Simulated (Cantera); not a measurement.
**Stirred combustor or abatement burner**

A perfectly stirred reactor is fed with 10.4 % CH₄, 1.97 % C₂H₆, 18.4 % O₂, 69.2 % N₂, at 15.0 bar; it is adiabatic with a 650 K inlet, and is followed from long to short residence time, starting on the burning branch (τ in s: 0.04, 0.013, 0.004, 0.0012, 0.00039, 0.00012, 3.8e-05, 1.2e-05, 3.7e-06).

Model: GRI-Mech 3.0 (53 species, 325 reactions), integrated in Cantera. The pressure lies above the range GRI-Mech 3.0 was tuned for (to about 10 atm).

```tsv
τ (s)	T (K)	x CH₄	x C₂H₆	x O₂	x C₂H₄	x HCO	x N₂O	x CH₂CO
0.040	2180	0.000304	9.74e-8	3.69e-5	4.84e-7	1.37e-7	7.01e-9	4.39e-7
0.013	2181	0.000764	3.72e-7	0.000109	2.32e-6	1.56e-7	1.20e-8	1.50e-6
0.0040	2184	0.00170	1.52e-6	0.000329	1.07e-5	2.04e-7	1.74e-8	5.24e-6
0.0012	2185	0.00314	5.75e-6	0.000987	4.03e-5	3.32e-7	2.03e-8	1.65e-5
0.00039	2176	0.00491	1.87e-5	0.00266	0.000121	6.46e-7	2.45e-8	4.30e-5
0.00012	2130	0.00774	7.20e-5	0.00767	0.000385	1.52e-6	4.14e-8	0.000120
3.8e-5	650	0.104	0.0197	0.184	<1e-12	<1e-12	<1e-12	<1e-12
1.2e-5	650	0.104	0.0197	0.184	<1e-12	<1e-12	<1e-12	<1e-12
3.7e-6	650	0.104	0.0197	0.184	<1e-12	<1e-12	<1e-12	<1e-12
```
x: mole fraction; the columns are a selection and need not sum to one.
